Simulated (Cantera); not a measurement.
# Equilibrium for tantalum, niobium, vanadium and zirconium in process gases: Zr + H₂O + H₂

A closed system holds: 1 mol Zr, 1.8 mol H₂O, 110 mol H₂, equilibrated at 1.33 mbar.

Cantera equilibrium calculation (NASA polynomials, part measured and part estimated; ideal gas, pure solids and liquids). Candidate condensed phases: H₂O, Zr, ZrO₂; 12 gas species. Mutual solubility and eutectic melting of coexisting phases are not modelled. Condensed phases not in the tables: N, O or C dissolved in the metal. The numbers say what is thermodynamically allowed, not how fast it happens.

```tsv
T (K)	log p H₂	log p H	log p ZrO	log p H₂O	log p ZrO₂	log p OH	log p O	log p Zr	n Zr(β)	n ZrO₂(tetragonal)	n Zr(l)
1898	-2.88	-4.55	-8.15	-9.26	-11.57	-12.01	-13.80	-9.45	0.0997	0.900	0
1948	-2.89	-4.39	-7.71	-9.06	-11.02	-11.61	-13.24	-9.03	0.0991	0.899	0
1998	-2.89	-4.24	-7.30	-8.87	-10.50	-11.22	-12.71	-8.63	0.0977	0.898	0
2048	-2.90	-4.10	-6.91	-8.70	-10.01	-10.86	-12.20	-8.24	0.0943	0.895	0
2098	-2.91	-3.97	-6.54	-8.53	-9.54	-10.51	-11.72	-7.88	0.0863	0.887	0
2148	-2.92	-3.84	-6.19	-8.37	-9.09	-10.18	-11.25	-7.53	0	0.871	0.0688
2198	-2.94	-3.73	-5.86	-8.23	-8.66	-9.87	-10.81	-7.21	0	0.836	0.0317
2248	-2.96	-3.62	-5.69	-7.94	-8.25	-9.42	-10.23	-7.21	0	0.804	0
2298	-2.99	-3.51	-5.68	-7.52	-7.86	-8.84	-9.53	-7.51	0	0.799	0
2348	-3.02	-3.42	-5.68	-7.12	-7.49	-8.28	-8.85	-7.80	0	0.790	0
2398	-3.06	-3.33	-5.67	-6.76	-7.14	-7.76	-8.21	-8.06	0	0.773	0
2448	-3.11	-3.26	-5.64	-6.44	-6.79	-7.29	-7.62	-8.27	0	0.737	0
2498	-3.17	-3.19	-5.57	-6.18	-6.47	-6.88	-7.08	-8.41	0	0.664	0
2548	-3.24	-3.13	-5.48	-5.97	-6.15	-6.52	-6.60	-8.47	0	0.528	0
```
log p: log10 of the partial pressure in bar; n: condensed amount in mol.

From 1898 K to 2098 K the condensed part is Zr(β) + ZrO₂(tetragonal). From 2148 K to 2198 K the condensed part is Zr(l) + ZrO₂(tetragonal). From 2248 K to 2548 K the condensed part is ZrO₂(tetragonal). The main Zr-bearing gas is ZrO throughout. The share of Zr in condensed phases is highest at 1898 K (99.9 %) and lowest at 2548 K (52.8 %).
